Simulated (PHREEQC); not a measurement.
**Copper plating or etch bath: speciation**

Dissolve 0.23 mol/kgw CuSO4, 0.00013 mol/kgw HCl and 0.27 mol/kgw NaCl at 45 °C. Closed to the air; pH follows from the charge balance.

Equilibrium calculation in PHREEQC: ion-association model, phreeqc.dat.

No solid was allowed to form.

Estimate the pH.

pH 4.18.

In which forms is Cu present?

Cu+2 46 %, CuSO4 38 %, CuCl+ 15 %, CuCl2 0.8 % of the Cu.

Ionic strength above about 0.7 mol/kgw puts this run outside the model's range. At this temperature some constants are extrapolated from 25 °C, and those without enthalpy data are left unchanged.
